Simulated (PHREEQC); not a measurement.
Brackish or sea water: speciation

Synthetic water in mmol/kgw, 20 °C, pH 6.76, pe 12.4: Na 300; K 9.4; Ca 8.95; Mg 3.83; Cl 288; S(6) 25.3; Alkalinity (meq/kgw) 0.00012; Ni 0.091.

Cl is adjusted to close the charge balance.
Valence states are taken as typed.

The numbers come from PHREEQC with the ion-association model, wateq4f.dat.

This is a speciation only: nothing precipitates in the calculation.

**Question.** Predict the activity of water.

**Answer.** activity of water 0.989.

**Question.** In which forms is S present?

**Answer.** SO4-2 67 %, NaSO4- 23 %, CaSO4 5.9 %, MgSO4 2.9 %, KSO4- 0.9 % of the S.
